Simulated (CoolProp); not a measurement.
Vapour-liquid equilibrium of R22 (1) + methanol (2) at 55.85 °C; x and y are mole fractions of (1).

Model: multi-fluid Helmholtz-energy mixture model, Kamei 1995 and de Reuck 1993; pair parameters Bell 2016, in CoolProp.

```csv
x,bubble pressure (kPa),y at the bubble point,dew pressure at overall composition x (kPa),liquid density (mol/L)
0.05,231.4,0.696,75.24,22.99
0.125,451.7,0.847,81.69,22.08
0.2,649.7,0.896,89.28,21.19
0.275,827.7,0.921,98.40,20.33
0.35,988.3,0.936,109.6,19.50
0.425,1134,0.946,123.7,18.67
0.5,1268,0.954,142.0,17.86
0.575,1394,0.960,166.7,17.06
0.65,1516,0.966,201.7,16.25
0.725,1639,0.972,255.5,15.44
0.8,1768,0.978,348.2,14.61
0.875,1912,0.984,545.4,13.75
0.95,2081,0.993,1197,12.84
```

No azeotrope shows between x = 0.05 and 0.95.

Pair parameters are fitted to limited data, so mixtures are less certain than the pure fluids. The gap from Raoult's law changes sign with composition, which may be real or a fault of the pair parameters; it wasn't checked against measurements.
